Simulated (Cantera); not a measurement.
An isothermal, constant-pressure homogeneous reactor starts with CH4 : CO2 = 1 : 4.2 (molar parts), at 1375 K and 5.00 bar. Integrator tolerance rtol = 1e-08.

Computed with Cantera and GRI-Mech 3.0 (53 species, 325 reactions).

```csv
quantity,before,after
x(CH4) at 1.00 s,0.153 (gas-phase equilibrium 2.54e-6),0.174 (gas-phase equilibrium 1.04e-7)
x(CO2) at 1.00 s,0.758 (gas-phase equilibrium 0.285),0.790 (gas-phase equilibrium 0.285)
x(OH) at 1.00 s,3.23e-9 (gas-phase equilibrium 1.29e-8),2.81e-9 (gas-phase equilibrium 2.86e-8)
x(C2H6) at 1.00 s,0.000255 (gas-phase equilibrium <1e-12),0.000287 (gas-phase equilibrium <1e-12)
x(H2O2) at 1.00 s,<1e-12 (gas-phase equilibrium <1e-12),<1e-12 (gas-phase equilibrium <1e-12)
x(CH2) at 1.00 s,4.13e-11 (gas-phase equilibrium <1e-12),9.88e-11 (gas-phase equilibrium <1e-12)
x(C2H2) at 1.00 s,0.0133 (gas-phase equilibrium 1.14e-11),0.00590 (gas-phase equilibrium <1e-12)
```

### Question
Name the change that produced these shifts.
A) pressure from 5.00 bar to 1.01 bar
B) CH4 1 to 6.9 parts
C) temperature 1375 to 1223 K
D) pressure from 5.00 bar to 2.90 bar

### Answer
A, pressure from 5.00 bar to 1.01 bar
